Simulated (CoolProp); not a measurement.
A closed Brayton cycle with carbon dioxide: compressor inlet 323.15 K and 8 MPa, high pressure 18.6 MPa, turbine inlet 750 K, compressor efficiency 0.8, turbine efficiency 0.9, recuperator effectiveness 0 (on enthalpy, no pinch check). Each further row changes one setting.

Computed with CoolProp (reference Helmholtz-energy equation of state, Span 1996).

| case | thermal efficiency (%) | net work (kJ/kg) | compressor to turbine work | compressor exit (K) | turbine exit (K) |
|---|---|---|---|---|---|
| as stated | 12.0 | 55.9 | 0.44 | 395.0 | 654.5 |
| turbine inlet 700 K | 11.9 | 48.1 | 0.48 | 395.0 | 608.1 |
| compressor inlet 333.15 K | 11.5 | 50.2 | 0.50 | 410.3 | 654.5 |
| high pressure 15.8 MPa | 9.9 | 47.5 | 0.42 | 380.7 | 672.6 |
| recuperator effectiveness 0.5 | 17.7 | 55.9 | 0.44 | 395.0 | 654.5 |
